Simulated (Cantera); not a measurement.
Cantera run:

```python
import numpy as np
import cantera as ct

gas_names = """
    B BF BF2 BF3 BN B2 F F2 N NF NF2 NF3 N2
""".split()
cond_names = """
    B(b) B(L) BN(s)
""".split()


# ... load() reads the species with a 1 bar reference pressure and builds the phases ...
atoms = {
    'BF3': {'B': 1, 'F': 3},
    'N2': {'N': 2},
}
top_T = {'BN(s)': 3200}  # K; cautious upper limits of use, not melting points


# ... equilibrate(T, P, feed) seeds the gas with the atoms and calls Mixture.equilibrate('TP', solver="vcs", rtol=1e-11, max_steps=5000) ...
results = []
feed = {'BF3': 1, 'N2': 0.86}  # mol
T = 1798.15  # K
P = 100000  # Pa
mix = equilibrate(T, P, feed)
results.append((T, P, feed, dict(zip(mix.species_names, mix.species_moles))))
print(gas.report(threshold=0.0001))
for i in range(1, mix.n_phases):
    print(f"{mix.phase(i).name:16s} {mix.phase_moles(i):12.5e} mol")
```

Output:

```
       temperature   1798.2 K
          pressure   1e+05 Pa
           density   0.33047 kg/m^3
  mean mol. weight   49.407 kg/kmol
   phase of matter   gas

                          1 kg             1 kmol
                     ---------------   ---------------
          enthalpy       -1.0706e+07       -5.2896e+08  J
   internal energy       -1.1009e+07       -5.4391e+08  J
           entropy            6555.2        3.2387e+05  J/K
    Gibbs function       -2.2493e+07       -1.1113e+09  J
 heat capacity c_p            1211.1             59834  J/K
 heat capacity c_v            1042.8             51520  J/K

                      mass frac. Y      mole frac. X     chem. pot. / RT
                     ---------------   ---------------   ---------------
               BF3           0.73783           0.53762           -114.73
                N2           0.26216           0.46236           -27.359
     [  +11 minor]        1.0418e-05        1.5182e-05

B(b)              0.00000e+00 mol
BN(s)             0.00000e+00 mol
```

These are equilibrium values from Cantera (NASA tables, ideal gas, pure condensed phases), not measurements of a reactor.
